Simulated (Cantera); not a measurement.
**Cr2O3 + H2 + N2 (hydrogen reduction and annealing atmospheres)**

Charge: 1 mol Cr2O3, a varied amount of H2, 27 mol N2, equilibrated at 2050 K and 5.93 Torr.

These are equilibrium values from Cantera (NASA tables, ideal gas, pure condensed phases), not measurements of a reactor. Candidate condensed phases: Cr, CrN, Cr2N, Cr2O3, H2O; 29 gas species. The numbers say what is thermodynamically allowed, not how fast it happens.

```csv
n(H2) (mol),x N2,x H2,x H2O,x Cr,x H,x CrO,x OH,n Cr2O3(s)
0.46,0.978,0.0111,0.00412,0.00266,0.00269,0.000702,0.000109,0.952
0.71,0.968,0.0182,0.00552,0.00356,0.00344,0.000774,0.000114,0.938
1.1,0.953,0.0292,0.00735,0.00475,0.00436,0.000851,0.000120,0.920
1.7,0.931,0.0462,0.00965,0.00625,0.00548,0.000933,0.000125,0.895
2.6,0.901,0.0708,0.0125,0.00809,0.00679,0.00102,0.000131,0.862
4,0.857,0.107,0.0159,0.0104,0.00834,0.00110,0.000136,0.818
6.2,0.797,0.158,0.0201,0.0131,0.0101,0.00120,0.000141,0.756
9.6,0.720,0.225,0.0249,0.0163,0.0121,0.00128,0.000146,0.670
```
x: gas mole fraction; n: condensed amount in mol.

From 0.46 mol H2 to 9.6 mol H2 the condensed part is Cr2O3(s). The main Cr-bearing gas is Cr throughout. The share of Cr in condensed phases is highest at 0.46 mol H2 (95.2 %) and lowest at 9.6 mol H2 (67.0 %).
